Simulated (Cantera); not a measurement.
Charge: 1 mol borazine, 2.3 mol NH₃, 44 mol H₂, 0.064 mol O₂, held at 1973.15 K and 0.100 bar.

Method: chemical equilibrium by Gibbs-energy minimisation in Cantera with the NASA 1993 tables (ideal gas, pure condensed phases). Candidate condensed phases: B, BN, B₂O₃, B₃O₃H₃, H₂O; 39 gas species. The feed counts by its element totals alone. The tables' values for BH₂ are old estimates; treat these amounts as uncertain. Equilibrium is a limit: real reactors are often held back by kinetics, nucleation or transport.

Base state: H₂ 0.970, N₂ 0.0234, H 0.00421, HBO 0.00228, BO 0.000147, BH₂ 7.10e-5, B₂O₂ 1.52e-5 (mole fractions); condensed: BN(s).

Problem. What changes in the equilibrium state with this change: borazine replaced by BCl₃?

Solution. 
```tsv
species	before	after
H₂	0.970	0.919
HCl	0	0.0589
N₂	0.0234	0.0148
HBO	0.00228	0.00224
BCl	0	0.000839
Cl	0	0.000196
BN(s), mol	2.87	0.824
```
The tables' values for BCl, BOCl, BH₂, BCl₂ are old estimates; treat these amounts as uncertain. Further candidate phases: NH₄Cl.
